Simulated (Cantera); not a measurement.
## Thermodynamics of iron carbonyl, mercury and lead vapours, feed Pb + CO + N2

Feed: 1 mol Pb, 0.16 mol CO, 89 mol N2, at 1673 K.

Equilibrium computed with Cantera from the NASA thermochemical tables; the gas is ideal and each condensed phase is pure. Candidate condensed phases: C, Pb, PbO, PbO2, Pb3O4; 27 gas species. The numbers say what is thermodynamically allowed, not how fast it happens.

```json
[
 {"P (Pa)": "10", "x N2": "0.987", "x Pb": "0.0111", "x CO": "0.00177", "x Pb2": "1.26e-10", "x CO2": "1.31e-10", "x C2N2": "<1e-12", "n Pb(l)": "0"},
 {"P (Pa)": "68", "x N2": "0.987", "x Pb": "0.0111", "x CO": "0.00177", "x Pb2": "8.55e-10", "x CO2": "2.14e-10", "x C2N2": "<1e-12", "n Pb(l)": "0"},
 {"P (Pa)": "460", "x N2": "0.987", "x Pb": "0.0111", "x CO": "0.00177", "x Pb2": "5.79e-9", "x CO2": "3.48e-10", "x C2N2": "2.29e-12", "n Pb(l)": "0"},
 {"P (Pa)": "3200", "x N2": "0.987", "x Pb": "0.0111", "x CO": "0.00177", "x Pb2": "4.02e-8", "x CO2": "6.00e-10", "x C2N2": "3.73e-11", "n Pb(l)": "0"},
 {"P (Pa)": "22000", "x N2": "0.987", "x Pb": "0.0111", "x CO": "0.00177", "x Pb2": "2.77e-7", "x CO2": "1.33e-9", "x C2N2": "3.60e-10", "n Pb(l)": "0"},
 {"P (Pa)": "150000", "x N2": "0.987", "x Pb": "0.0111", "x CO": "0.00177", "x Pb2": "1.89e-6", "x CO2": "4.05e-9", "x C2N2": "1.80e-9", "n Pb(l)": "0"},
 {"P (Pa)": "1000000", "x N2": "0.987", "x Pb": "0.0109", "x CO": "0.00177", "x Pb2": "1.22e-5", "x CO2": "1.38e-8", "x C2N2": "6.86e-9", "n Pb(l)": "0.0134"}
]
```
x: gas mole fraction; n: condensed amount in mol.

From 0.000100 bar to 1.50 bar nothing is condensed. At 10.0 bar the condensed part is Pb(l). The main Pb-bearing gas is Pb throughout.
